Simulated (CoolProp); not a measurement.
Vapour pressure (MPa) of cyclopropane: the reference equation beside estimates from Tc = 125.5 °C, pc = 5.605 MPa, ω = 0.131. Clausius-Clapeyron is anchored at 24.45 °C with a constant enthalpy of vaporisation of 16.98 kJ/mol.

Model: reference Helmholtz-energy equation of state, Polt 1992, in CoolProp. This equation is an older, rougher fit; its heat capacities, sound speeds and derivatives of the liquid may be far off and weren't checked against measurements.

```csv
T (°C),reference,Clausius-Clapeyron,van der Waals
11.05,0.4873,0.5166,1.232
13.75,0.5280,0.5527,1.292
16.45,0.5711,0.5907,1.353
19.15,0.6167,0.6304,1.417
21.85,0.6649,0.6720,1.482
24.45,0.7139,0.7139,1.547
27.15,0.7675,0.7593,1.616
29.85,0.8241,0.8068,1.687
32.55,0.8836,0.8562,1.761
35.25,0.9462,0.9078,1.836
37.95,1.012,0.9615,1.913
40.65,1.081,1.017,1.992
```

Absolute difference from the reference over all 12 rows, mean and median: Clausius-Clapeyron 3.2 and 3.3 %, van der Waals 115.5 and 113.6 %.
